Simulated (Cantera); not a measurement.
Feed: 1 mol Fe2O3, 9.1 mol Cl2, 1.4 mol O2, at 13.3 mbar.

Cantera equilibrium calculation (NASA polynomials, part measured and part estimated; ideal gas, pure solids and liquids). Candidate condensed phases: Fe, FeCl2, FeCl3, FeO, Fe2O3, Fe3O4; 13 gas species. Kinetics and transport are ignored. All values below are at 752 °C.

Base state: Cl2 0.785, O2 0.165, FeCl3 0.0430, Cl 0.00429, FeCl2 0.00207, Fe2Cl6 3.24e-5, ClO 1.17e-5 (mole fractions); condensed: Fe2O3(s).

Task: What changes in the equilibrium state with this change: O2 from 1.4 to 2.6 mol?

Result: 
| species | before | after |
|---|---|---|
| Cl2 | 0.785 | 0.724 |
| O2 | 0.165 | 0.242 |
| FeCl3 | 0.0430 | 0.0285 |
| Fe2Cl6 | 3.24e-5 | 1.43e-5 |
| FeCl2 | 0.00207 | 0.00143 |
| ClO | 1.17e-5 | 1.36e-5 |
| Cl | 0.00429 | 0.00412 |
| Fe2O3(s), mol | 0.760 | 0.823 |
